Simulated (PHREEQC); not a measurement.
1 kg of water holding 0.031 mol/kgw KCl and 0.017 mol/kgw KHCO3 is evaporated at 90 °C; the solids stay in contact with the brine. CO2 is held at log p = -3.4 (atm). Only these solids could form: Kalicinite, Sylvite.

Base run: PHREEQC, Pitzer model, pitzer.dat. Each further column changes one thing. The table gives ionic strength.

```csv
H2O removed (mol),base,temperature from 90 to 25 °C,temperature from 90 to 75 °C
0,0.0518,0.0499,0.0517
24.69,0.0950,0.0916,0.0948
41.44,0.213,0.206,0.212
47.7,0.388,0.378,0.388
51.94,0.860,0.844,0.860
53.53,1.56,1.53,1.56
54.41,2.81,2.78,2.81
55.01,6.12,6.07,6.12
55.23,9.42,8.08,9.20
```

At this temperature some constants are extrapolated from 25 °C, and those without enthalpy data are left unchanged.
